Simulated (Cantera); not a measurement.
Charge: 1 mol V, 0.26 mol O₂, 2.8 mol N₂O, equilibrated at 0.133 bar.

Cantera equilibrium calculation (NASA polynomials, part measured and part estimated; ideal gas, pure solids and liquids). Candidate condensed phases: V, VN, VO, V₂O₃, V₂O₄, V₂O₅; 13 gas species. Condensed phases not in the tables: the oxides between V₂O₃ and V₂O₅ other than VO₂. Kinetics and transport are ignored.

Q: What share of the V ends up in condensed phases as a function of T (K), at 1498, 1598, 1698, 1798, 1898, 1998, 2098, 2198, 2298, 2398, 2498, 2598?

A: 
| T (K) | V condensed (%) | as |
|---|---|---|
| 1498 | 100.0 | V₂O₄(s) |
| 1598 | 100.0 | V₂O₄(s) |
| 1698 | 100.0 | V₂O₄(s) |
| 1798 | 99.9 | V₂O₄(s) |
| 1898 | 99.6 | V₂O₄(l) |
| 1998 | 98.8 | V₂O₄(l) |
| 2098 | 96.6 | V₂O₄(l) |
| 2198 | 90.9 | V₂O₄(l) |
| 2298 | 77.8 | V₂O₄(l) |
| 2398 | 47.6 | V₂O₄(l) |
| 2498 | 0.0 | - |
| 2598 | 0.0 | - |
